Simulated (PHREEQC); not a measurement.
4.9 g of hydrous ferric oxide (600 m²/g; 0.2 weak and 0.005 strong sites per Fe, Dzombak-Morel constants, diffuse double layer) in 1 kg of water with 0.1 mol/kgw of an inert sodium salt and 0.00062 mol/kgw MgCl2, at 25 °C; the pH is set by adding NaOH or the inert anion's acid. Oxygen is held at 0.21 atm. The system is closed to CO2. Nothing may precipitate in this run.

The series has 17 steps of pH, from 3 to 11.

The numbers come from PHREEQC with the ion-association model, wateq4f.dat.

Near which pH is half of the Mg sorbed, and on which side is more sorbed?

Near pH 7.6, with more sorbed at higher pH.

The oxide is taken as insoluble; below pH 4 it would dissolve.
